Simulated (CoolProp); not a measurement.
A single-stage vapour-compression cycle with trans-2-butene: evaporating at 268.15 K (dew point), condensing at 308.15 K (bubble point), superheat 2 K, subcooling 2 K, compressor efficiency 0.65, no pressure losses. Each further row changes one setting.

The numbers come from the reference Helmholtz-energy equation of state, Lemmon 2005 in CoolProp. It is a short technical equation, of lower accuracy than the large ones.

| case | cooling COP | pressure ratio | discharge temperature (K) | refrigerating effect (kJ/kg) | volumetric capacity (kJ/m³) |
|---|---|---|---|---|---|
| as stated | ___ | 3.94 | 329.1 | 327 | 681 |
| evaporating temperature 273.15 K | 4.52 | ___ | 326.1 | 333 | ___ |
| condensing temperature 303.15 K | 4.45 | 3.40 | ___ | 339 | 706 |
| subcooling 7 K | ___ | 3.94 | 329.1 | 339 | 706 |
| superheat 12 K | 3.83 | 3.94 | 339.7 | 342 | 684 |
| compressor efficiency 0.55 | 3.23 | 3.94 | ___ | 327 | 681 |

**Question.** Complete the blanks.

**Answer.** 
- as stated, cooling COP: 3.81
- evaporating temperature 273.15 K, pressure ratio: 3.24
- evaporating temperature 273.15 K, volumetric capacity (kJ/m³): 835
- condensing temperature 303.15 K, discharge temperature (K): 322.6
- subcooling 7 K, cooling COP: 3.95
- compressor efficiency 0.55, discharge temperature (K): 337.8
